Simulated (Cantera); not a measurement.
**Thermodynamics of silicon etching in halogen gases, feed Si + HCl**

Feed: 1 mol Si, a varied amount of HCl, equilibrated at 177 °C and 57.0 Pa.

Cantera equilibrium calculation (NASA polynomials, part measured and part estimated; ideal gas, pure solids and liquids). Candidate condensed phases: Si; 19 gas species. Rates play no part.

At 2.5 mol HCl the condensed part is Si(s). From 4.1 mol HCl to 12 mol HCl nothing is condensed. The main Si-bearing gas is SiCl4 throughout.

```json
[
 {"n(HCl) (mol)": "2.5", "x HCl": "2.18e-6", "x H2": "0.659", "x SiCl4": "0.318", "x SiHCl3": "0.0225", "x SiH2Cl2": "4.23e-5", "x SiH3Cl": "1.26e-8", "x SiCl3": "2.85e-9", "n Si(s)": "0.364"},
 {"n(HCl) (mol)": "4.1", "x HCl": "0.0323", "x H2": "0.645", "x SiCl4": "0.323", "x SiHCl3": "1.51e-6", "x SiH2Cl2": "<1e-12", "x SiH3Cl": "<1e-12", "x SiCl3": "<1e-12", "n Si(s)": "0"},
 {"n(HCl) (mol)": "5.6", "x HCl": "0.348", "x H2": "0.435", "x SiCl4": "0.217", "x SiHCl3": "6.34e-8", "x SiH2Cl2": "<1e-12", "x SiH3Cl": "<1e-12", "x SiCl3": "<1e-12", "n Si(s)": "0"},
 {"n(HCl) (mol)": "7.2", "x HCl": "0.516", "x H2": "0.323", "x SiCl4": "0.161", "x SiHCl3": "2.35e-8", "x SiH2Cl2": "<1e-12", "x SiH3Cl": "<1e-12", "x SiCl3": "<1e-12", "n Si(s)": "0"},
 {"n(HCl) (mol)": "8.7", "x HCl": "0.610", "x H2": "0.260", "x SiCl4": "0.130", "x SiHCl3": "1.29e-8", "x SiH2Cl2": "<1e-12", "x SiH3Cl": "<1e-12", "x SiCl3": "<1e-12", "n Si(s)": "0"},
 {"n(HCl) (mol)": "10", "x HCl": "0.667", "x H2": "0.222", "x SiCl4": "0.111", "x SiHCl3": "8.64e-9", "x SiH2Cl2": "<1e-12", "x SiH3Cl": "<1e-12", "x SiCl3": "<1e-12", "n Si(s)": "0"},
 {"n(HCl) (mol)": "12", "x HCl": "0.727", "x H2": "0.182", "x SiCl4": "0.0909", "x SiHCl3": "5.30e-9", "x SiH2Cl2": "<1e-12", "x SiH3Cl": "<1e-12", "x SiCl3": "<1e-12", "n Si(s)": "0"}
]
```
x: gas mole fraction; n: condensed amount in mol.
